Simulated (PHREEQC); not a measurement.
A solution holds 0.001 mol H2SO4 per kg of water, at 10 °C. Closed to the air; pH follows from the charge balance.

All values are PHREEQC results (ion-association model, phreeqc.dat), not measurements.

The pH is 2.74 and the ionic strength is 0.00280 mol/kgw. The specific conductance is 530 µS/cm and the total alkalinity is -2.00 meq/kg.

```tsv
species	molality	activity	log γ
H+	0.00190	0.00180	-0.023
SO4-2	0.000901	0.000721	-0.097
HSO4-	9.85e-5	9.31e-5	-0.025
```

No solid was allowed to form. Constants without temperature data keep their 25 °C values here.
